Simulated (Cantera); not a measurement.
Cantera run, input and output.

```python
import numpy as np
import cantera as ct

gas = ct.Solution("gri30.yaml")
gas.TPX = 1073, 13332, {'CO': 0.0026, 'O2': 0.0046, 'H2O': 0.00012, 'N2': 1}
reactor = ct.IdealGasConstPressureReactor(gas, energy="off", clone=False)
net = ct.ReactorNet([reactor])
net.rtol, net.atol = 1e-08, 1e-18
show = ['CO', 'O2', 'H2O', 'NO2', 'H']
times = np.geomspace(0.0001, 300, 13)

steps = ct.SolutionArray(gas, extra=["t"])
rows = []
print(f"{'t/s':>10s}{'T/K':>9s}{'P/Pa':>11s}" + "".join(f"{s:>11s}" for s in show))
for t in times:
    while net.time < t:
        t_next = net.step()
        steps.append(gas.state, t=t_next)
    rows.append([np.interp(t, steps.t, y) for y in (steps.T, steps.P, *steps(*show).X.T)])
    print(f"{t:10.3e}{rows[-1][0]:9.1f}{rows[-1][1]:11.4g}" + "".join(f"{x:11.3e}" for x in rows[-1][2:]))
rate = np.gradient(steps.T, steps.t)
print("integrator steps:", len(steps.t))
if steps.T.max() > steps.T[0] + 200:
    print(f"time of steepest temperature rise: {steps.t[rate.argmax()]:.4e} s")
gas.TPX = 1073, 13332, {'CO': 0.0026, 'O2': 0.0046, 'H2O': 0.00012, 'N2': 1}
gas.equilibrate("TP")
print(f"equilibrium (TP): T = {gas.T:.1f} K  " + "  ".join(f"{s} {gas[s].X[0]:.3e}" for s in show))
```

Output:

```
       t/s      T/K       P/Pa         CO         O2        H2O        NO2          H
 1.000e-04   1073.0  1.333e+04  2.581e-03  4.567e-03  1.191e-04  4.333e-34  8.446e-18
 3.465e-04   1073.0  1.333e+04  2.581e-03  4.567e-03  1.191e-04  1.475e-32  1.553e-16
 1.201e-03   1073.0  1.333e+04  2.581e-03  4.567e-03  1.191e-04  6.823e-31  3.523e-15
 4.162e-03   1073.0  1.333e+04  2.581e-03  4.567e-03  1.191e-04  3.537e-29  6.698e-14
 1.442e-02   1073.0  1.333e+04  2.581e-03  4.567e-03  1.191e-04  2.183e-27  8.955e-13
 4.998e-02   1073.0  1.333e+04  2.581e-03  4.567e-03  1.191e-04  4.930e-25  9.740e-12
 1.732e-01   1073.0  1.333e+04  2.581e-03  4.567e-03  1.191e-04  1.063e-21  1.933e-10
 6.002e-01   1073.0  1.333e+04  2.550e-03  4.540e-03  1.180e-04  2.530e-14  1.263e-06
 2.080e+00   1073.0  1.333e+04  2.787e-04  3.402e-03  1.137e-04  7.702e-11  5.135e-06
 7.208e+00   1073.0  1.333e+04  1.904e-05  3.288e-03  1.187e-04  5.088e-10  9.521e-08
 2.498e+01   1073.0  1.333e+04  1.382e-06  3.281e-03  1.191e-04  1.450e-09  2.222e-09
 8.657e+01   1073.0  1.333e+04  8.557e-08  3.280e-03  1.192e-04  1.463e-09  6.518e-11
 3.000e+02   1073.0  1.333e+04  3.542e-09  3.280e-03  1.193e-04  8.762e-10  6.916e-12
integrator steps: 1694
equilibrium (TP): T = 1073.0 K  CO 7.647e-11  O2 3.276e-03  H2O 1.193e-04  NO2 1.420e-08  H 7.551e-14
```

Detailed kinetics in Cantera: GRI-Mech 3.0 (53 species, 325 reactions).
